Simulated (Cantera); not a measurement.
A perfectly stirred reactor is fed with CH3OH : O2 : N2 = 1 : 1.25 : 4.7 (molar parts), at 5.50 bar; it is adiabatic with a 523 K inlet, and is followed from long to short residence time, starting on the burning branch (τ in s: 0.39, 0.16, 0.067, 0.028, 0.012, 0.0048, 0.002, 0.00083, 0.00035, 0.00014, 6e-05, 2.5e-05, 1e-05).

Model: GRI-Mech 3.0 (53 species, 325 reactions), integrated in Cantera. GRI-Mech 3.0 was tuned for natural gas; its chemistry of methanol as a main component is partial and can be far from experiment.

Q: What does this change do: N2 4.7 to 6.7 parts?

A: 
| quantity | before | after |
|---|---|---|
| blow-out, bracketed by the residence times tried | burning at 25.0 µs, out at 10.0 µs | burning at 60.0 µs, out at 25.0 µs |
| x(CH3OH) at τ = 0.390 s | 9.76e-8 | 4.58e-7 |
| x(O2) at τ = 0.390 s | 0.000122 | 2.72e-5 |
| x(HO2) at τ = 0.390 s | 7.56e-8 | 1.14e-8 |
| x(HCN) at τ = 0.390 s | 4.90e-8 | 8.86e-8 |
| x(C2H) at τ = 0.390 s | <1e-12 | <1e-12 |
| x(CH3OH) at τ = 2.00 ms | 7.50e-6 | 1.15e-5 |
| x(O2) at τ = 2.00 ms | 0.00134 | 0.000953 |
| x(HO2) at τ = 2.00 ms | 1.35e-6 | 1.70e-6 |
| x(HCN) at τ = 2.00 ms | 4.87e-7 | 4.58e-7 |
| x(C2H) at τ = 2.00 ms | 1.80e-11 | 1.16e-11 |
